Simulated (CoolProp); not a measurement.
Vapour-liquid equilibrium of toluene (1) + ethylbenzene (2) at 522.9 K; x and y are mole fractions of (1).

Model: multi-fluid Helmholtz-energy mixture model, Lemmon 2006 and Zhou 2012; pair parameters Bell 2016, in CoolProp.

```csv
x,bubble pressure (MPa),y at the bubble point,dew pressure at overall composition x (MPa),liquid density (mol/L)
0.05,1.050,0.070,1.041,5.947
0.15,1.110,0.201,1.086,6.007
0.25,1.169,0.319,1.134,6.068
0.35,1.228,0.429,1.185,6.130
0.45,1.288,0.533,1.240,6.193
0.55,1.350,0.630,1.299,6.256
0.65,1.414,0.722,1.363,6.318
0.75,1.482,0.808,1.436,6.379
0.85,1.552,0.889,1.517,6.437
0.95,1.627,0.965,1.612,6.491
```

No azeotrope shows between x = 0.05 and 0.95.

The pair parameters rest on a limited set of measurements; away from them the model extrapolates.
